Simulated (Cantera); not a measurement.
**Thermodynamics of fluorocarbon and chlorocarbon gases, feed CF4 + H2**

A closed system holds: 1 mol CF4, 0.061 mol H2, at 1450 K and 13300 Pa.

Equilibrium computed with Cantera from the NASA thermochemical tables; the gas is ideal and each condensed phase is pure. Candidate condensed phases: C, C6H6, C7H8, C8H18; 95 gas species. Gases not in the tables: C2F6 and larger saturated fluorocarbons. Rates play no part.

| Property | Result |
|---|---|
| x(CF4) | 0.888 |
| x(HF) | 0.112 |
| x(CF2) | 5.09e-5 |
| x(CF3) | 2.54e-5 |
| x(F) | 3.62e-6 |
| x(CHF3) | 1.50e-6 |
| n(C(graphite)) | 0.0305 mol |
| gas amount | 1.092 mol |
